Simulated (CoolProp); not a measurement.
The fluoroketone C6F12O (FK-5-1-12) along the isotherm 484.8 K: density (kg/m³) from the reference equation and from simpler models built on Tc = 441.8 K, pc = 1.869 MPa, ω = 0.471; each cubic takes its own stable root.

Values from CoolProp's reference Helmholtz-energy equation of state, McLinden 2015.

| p (MPa) | phase | reference | ideal gas | van der Waals | Redlich-Kwong |
|---|---|---|---|---|---|
| 0.00887 | gas | 0.6963 | 0.6955 | 0.6962 | 0.6963 |
| 0.0168 | gas | 1.320 | 1.317 | 1.320 | 1.320 |
| 0.0319 | gas | 2.512 | 2.501 | 2.511 | 2.512 |
| 0.0604 | gas | 4.774 | 4.736 | 4.772 | 4.776 |
| 0.115 | gas | 9.157 | 9.017 | 9.151 | 9.165 |
| 0.217 | gas | 17.52 | 17.01 | 17.51 | 17.55 |
| 0.412 | gas | 34.20 | 32.30 | 34.16 | 34.33 |
| 0.78 | gas | 68.52 | 61.16 | 68.53 | 69.14 |
| 1.48 | gas | 148.0 | 116.0 | 150.1 | 151.8 |
| 2.8 | supercritical | 408.0 | 219.5 | 497.8 | 460.6 |
